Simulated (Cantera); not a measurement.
Feed: 1 mol C₂H₆, 0.021 mol O₂, at 1 atm.

These are equilibrium values from Cantera (NASA tables, ideal gas, pure condensed phases), not measurements of a reactor. Candidate condensed phases: C, C₆H₆, C₇H₈, C₈H₁₈, H₂O; 110 gas species. The numbers say what is thermodynamically allowed, not how fast it happens.

Problem. At 1175 K, list the 4 most abundant gas species with their mole fractions, and the condensed phases.

Solution. H₂ 0.968, CH₄ 0.0182, CO 0.0136, H₂O 0.000462. Condensed: C(graphite).
